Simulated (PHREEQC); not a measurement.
**Metal-bearing waste water: speciation**

Make-up at 25 °C: 0.0032 mol Pb(NO3)2 and 0.041 mol MgSO4 per kg of water. Closed to the air; pH follows from the charge balance.

Model: ion-association model, phreeqc.dat, run in PHREEQC.

Each row changes one thing in this solution. This is a speciation only: nothing precipitates in the calculation.

```json
[
 {"case": "as made", "pH": "5.65", "ionic strength (mol/kgw)": "0.0947", "Mg+2 (mol/kgw)": "0.0233", "SO4-2 (mol/kgw)": "0.0211", "MgSO4 (mol/kgw)": "0.0177", "HSO4- (mol/kgw)": "2.23e-6"},
 {"case": "diluted 5-fold with water", "pH": "[?]", "ionic strength (mol/kgw)": "0.0239", "Mg+2 (mol/kgw)": "0.00581", "SO4-2 (mol/kgw)": "0.00549", "MgSO4 (mol/kgw)": "0.00238", "HSO4- (mol/kgw)": "5.76e-7"},
 {"case": "Pb(NO3)2 replaced by Ca(NO3)2 at the same molality", "pH": "6.80", "ionic strength (mol/kgw)": "0.0974", "Mg+2 (mol/kgw)": "0.0231", "SO4-2 (mol/kgw)": "0.0220", "MgSO4 (mol/kgw)": "0.0179", "HSO4- (mol/kgw)": "1.62e-7"},
 {"case": "diluted 10-fold with water", "pH": "5.85", "ionic strength (mol/kgw)": "0.0131", "Mg+2 (mol/kgw)": "0.00318", "SO4-2 (mol/kgw)": "0.00304", "MgSO4 (mol/kgw)": "[?]", "HSO4- (mol/kgw)": "2.98e-7"},
 {"case": "temperature from 25 to 50 °C", "pH": "5.66", "ionic strength (mol/kgw)": "0.0783", "Mg+2 (mol/kgw)": "0.0191", "SO4-2 (mol/kgw)": "0.0170", "MgSO4 (mol/kgw)": "0.0219", "HSO4- (mol/kgw)": "3.26e-6"},
 {"case": "temperature from 25 to 5 °C", "pH": "5.65", "ionic strength (mol/kgw)": "0.111", "Mg+2 (mol/kgw)": "0.0274", "SO4-2 (mol/kgw)": "0.0250", "MgSO4 (mol/kgw)": "0.0136", "HSO4- (mol/kgw)": "1.73e-6"}
]
```

What belongs in the gaps?


- diluted 5-fold with water, pH: 5.78
- diluted 10-fold with water, MgSO4 (mol/kgw): 0.000924

Complexes and solids missing from the database can't appear. Some of these states are supersaturated (in Anglesite, Pb(OH)2, for instance). Away from 25 °C the constants follow the database's enthalpies or fits; those with neither stay at their 25 °C values.
